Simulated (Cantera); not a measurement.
## Transport properties of process gases

Gas mixture: O₂ = 0.66 (molar parts), at 6.60 Torr, frozen composition.

Cantera's kinetic-theory transport with the Lennard-Jones parameters of GRI-Mech 3.0, ideal gas; thermal conductivity in the multicomponent form.

| T (K) | ρ (kg/m³) | cp (J/kg/K) | μ (µPa s) | λ (mW/m/K) | Pr | D (cm²/s) CH₄ | D (cm²/s) H₂O | D (cm²/s) NH₃ |
|---|---|---|---|---|---|---|---|---|
| 400 | 0.00847 | 941.4 | 25.6 | 33.9 | 0.712 | 43.4 | 46.0 | 44.4 |
| 650 | 0.00521 | 1017 | 36.0 | 51.6 | 0.710 | 100 | 114 | 108 |
| 900 | 0.00376 | 1074 | 44.7 | 67.7 | 0.709 | 174 | 203 | 192 |
| 1150 | 0.00294 | 1109 | 52.5 | 82.1 | 0.709 | 262 | 311 | 292 |
| 1400 | 0.00242 | 1134 | 59.7 | 95.6 | 0.708 | 364 | 435 | 408 |
| 1650 | 0.00205 | 1155 | 66.4 | 108 | 0.708 | 478 | 576 | 539 |
D: mixture-averaged diffusion coefficient of that species in the mixture.
